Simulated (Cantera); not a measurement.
An isothermal, constant-pressure homogeneous reactor starts with CH4 : O2 : N2 = 0.0087 : 0.026 : 1 (molar parts), equivalence ratio 0.67, at 1050 K and 1300000 Pa.

Model: GRI-Mech 3.0 (53 species, 325 reactions), integrated in Cantera. The pressure lies above the range GRI-Mech 3.0 was tuned for (to about 10 atm). The temperature is held fixed by assumption; the heat of reaction is taken as removed at once.

x: mole fraction; the columns are a selection and need not sum to one.

```json
[
 {"t (s)": "3.00e-5", "x CH4": "0.00841", "x O2": "0.0251", "x H2O2": "<1e-12", "x H2O": "1.31e-12", "x N2O": "<1e-12"},
 {"t (s)": "8.40e-5", "x CH4": "0.00841", "x O2": "0.0251", "x H2O2": "2.33e-12", "x H2O": "1.06e-11", "x N2O": "<1e-12"},
 {"t (s)": "0.000235", "x CH4": "0.00841", "x O2": "0.0251", "x H2O2": "1.62e-11", "x H2O": "8.89e-11", "x N2O": "<1e-12"},
 {"t (s)": "0.000659", "x CH4": "0.00841", "x O2": "0.0251", "x H2O2": "9.37e-11", "x H2O": "8.00e-10", "x N2O": "<1e-12"},
 {"t (s)": "0.00185", "x CH4": "0.00841", "x O2": "0.0251", "x H2O2": "3.90e-10", "x H2O": "7.98e-9", "x N2O": "<1e-12"},
 {"t (s)": "0.00517", "x CH4": "0.00841", "x O2": "0.0251", "x H2O2": "1.15e-9", "x H2O": "8.92e-8", "x N2O": "<1e-12"},
 {"t (s)": "0.0145", "x CH4": "0.00841", "x O2": "0.0251", "x H2O2": "2.50e-9", "x H2O": "8.02e-7", "x N2O": "5.00e-12"},
 {"t (s)": "0.0406", "x CH4": "0.00840", "x O2": "0.0251", "x H2O2": "(withheld)", "x H2O": "(withheld)", "x N2O": "2.65e-11"},
 {"t (s)": "0.114", "x CH4": "0.00837", "x O2": "0.0251", "x H2O2": "3.41e-8", "x H2O": "3.72e-5", "x N2O": "1.94e-10"},
 {"t (s)": "0.318", "x CH4": "(withheld)", "x O2": "(withheld)", "x H2O2": "(withheld)", "x H2O": "0.0163", "x N2O": "(withheld)"},
 {"t (s)": "0.892", "x CH4": "1.23e-6", "x O2": "0.00914", "x H2O2": "1.31e-7", "x H2O": "0.0168", "x N2O": "1.88e-7"},
 {"t (s)": "2.50", "x CH4": "3.95e-9", "x O2": "0.00854", "x H2O2": "2.08e-8", "x H2O": "0.0168", "x N2O": "2.57e-7"},
 {"t (s)": "7.00", "x CH4": "8.08e-12", "x O2": "0.00836", "x H2O2": "2.16e-9", "x H2O": "0.0168", "x N2O": "2.15e-7"}
]
```

Question: Fill in the missing entries.

Answer: 
- 0.0406, x H2O2: 5.46e-9
- 0.0406, x H2O: 4.45e-6
- 0.318, x CH4: 0.000143
- 0.318, x O2: 0.0108
- 0.318, x H2O2: 1.55e-6
- 0.318, x N2O: 6.32e-8
